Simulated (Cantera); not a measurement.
## Ignition delay

Mixture: CH4 : H2 : O2 : N2 = 1 : 1.2 : 1.62 : 7.47 (molar parts), equivalence ratio 1.6, at 4.93 atm, adiabatic and at constant pressure. Ignition delay is the time to a rise of 400 K.

Cantera simulation using GRI-Mech 3.0 (53 species, 325 reactions); the numbers are that mechanism's predictions, not measurements.

```tsv
T0 (K)	delay (ms)
1275	0.185
1350	0.109
1425	0.0672
1500	0.0427
1575	0.0280
```

- apparent activation energy between 1425 and 1575 K: 110 kJ/mol
